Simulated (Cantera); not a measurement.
A perfectly stirred reactor is fed with 21.3 % H2, 78.7 % O2, equivalence ratio 0.14, at 0.0132 atm; it is held at 1200 K, and followed from long to short residence time.

Cantera simulation using GRI-Mech 3.0 (53 species, 325 reactions); the numbers are that mechanism's predictions, not measurements. Radical loss at walls, strong at low pressure, is not modelled. The temperature is held fixed by assumption; the heat of reaction is taken as removed at once.

Question: Predict: x(H2) at τ = 1.20 s; x(O2) at τ = 1.20 s; x(HO2) at τ = 1.20 s; x(OH) at τ = 1.20 s; x(H2O2) at τ = 1.20 s; x(H2) at τ = 90.0 ms; x(O2) at τ = 90.0 ms; x(HO2) at τ = 90.0 ms; x(OH) at τ = 90.0 ms; x(H2O2) at τ = 90.0 ms.

Answer: 
```
Item                       Value
----------------------  --------
x(H2) at τ = 1.20 s     0.000651
x(O2) at τ = 1.20 s        0.759
x(HO2) at τ = 1.20 s     4.95e-6
x(OH) at τ = 1.20 s      0.00219
x(H2O2) at τ = 1.20 s    3.08e-7
x(H2) at τ = 90.0 ms     0.00324
x(O2) at τ = 90.0 ms       0.746
x(HO2) at τ = 90.0 ms    8.86e-6
x(OH) at τ = 90.0 ms     0.00510
x(H2O2) at τ = 90.0 ms   4.51e-7
```
